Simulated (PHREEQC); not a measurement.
Solution (20 °C): 0.99 mol H2SO4 and 0.95 mol MgSO4 per kg of water. Closed to the air; pH follows from the charge balance.

All values are PHREEQC results (Pitzer model, pitzer.dat), not measurements.

```yaml
pH: -0.09
ionic_strength: 4.57 mol/kgw
activity_of_water: 0.933
density: 1.153 g/cm³
osmotic_coefficient: 1.028
total_alkalinity: -1980 meq/kg
```

```json
[
 {"species": "HSO4-", "molality": "1.10", "activity": "0.813", "log γ": "-0.131"},
 {"species": "Mg+2", "molality": "0.950", "activity": "0.592", "log γ": "-0.206"},
 {"species": "H+", "molality": "0.879", "activity": "1.22", "log γ": "0.141"},
 {"species": "SO4-2", "molality": "0.839", "activity": "0.00804", "log γ": "-2.019"}
]
```

Precipitation was switched off in this run. In brines, pH and single-ion activities rest on the MacInnes convention.
